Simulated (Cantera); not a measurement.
An isothermal, constant-pressure homogeneous reactor starts with CH4 : H2O = 1 : 0.55 (molar parts), at 1625 K and 4.40 bar. Integrator tolerance rtol = 1e-08.

Computed with Cantera and GRI-Mech 3.0 (53 species, 325 reactions). GRI-Mech 3.0 stops at C3 and has no aromatics, soot or wall deposition, so with more carbon than oxygen in the feed, carbon stays in small species such as C2H2 where larger ones or solid carbon would form.

### Question
What does this change do: temperature 1625 to 1348 K?

### Answer
```tsv
quantity	before	after
x(CH4) at 20.0 s	0.0958 (gas-phase equilibrium 0.0955)	0.404 (gas-phase equilibrium 0.167)
x(H2O) at 20.0 s	0.000777 (gas-phase equilibrium 1.32e-5)	0.284 (gas-phase equilibrium 0.000193)
x(O) at 20.0 s	<1e-12 (gas-phase equilibrium <1e-12)	<1e-12 (gas-phase equilibrium <1e-12)
x(HCO) at 20.0 s	2.42e-8 (gas-phase equilibrium 2.43e-8)	9.03e-11 (gas-phase equilibrium 2.52e-9)
x(HO2) at 20.0 s	<1e-12 (gas-phase equilibrium <1e-12)	<1e-12 (gas-phase equilibrium <1e-12)
x(H2) at 20.0 s	0.676 (gas-phase equilibrium 0.677)	0.224 (gas-phase equilibrium 0.624)
```
